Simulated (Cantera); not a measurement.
Input: 1 mol V, 5.2 mol N2, 31 mol H2, at 823 K and 10000 Pa.

These are equilibrium values from Cantera (NASA tables, ideal gas, pure condensed phases), not measurements of a reactor. Candidate condensed phases: V, VN; 11 gas species. VN: taken at fixed stoichiometry. Condensed phases not in the tables: V2N. The numbers say what is thermodynamically allowed, not how fast it happens.

**Question.** What is the equilibrium state?

**Answer.** 
```
Property                            Result
-------------------------------  ---------
x(H2)                                0.868
x(N2)                                0.132
x(NH3)                             7.00e-5
n(VN(s))                          1.00 mol
gas amount                       35.70 mol
log10 activity of V(s) (absent)      -8.33
```
